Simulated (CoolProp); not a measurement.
Computed with CoolProp (reference Helmholtz-energy equation of state, Lemmon 2006). It is a short technical equation, of lower accuracy than the large ones.

Q: For carbon monoxide, give the phase and the cv (kJ/(kg K)) at 168.2 K and 0.101 MPa; 262.4 K and 0.101 MPa.

A: 
- 168.2 K and 0.101 MPa: gas; cv 0.744
- 262.4 K and 0.101 MPa: gas; cv 0.743
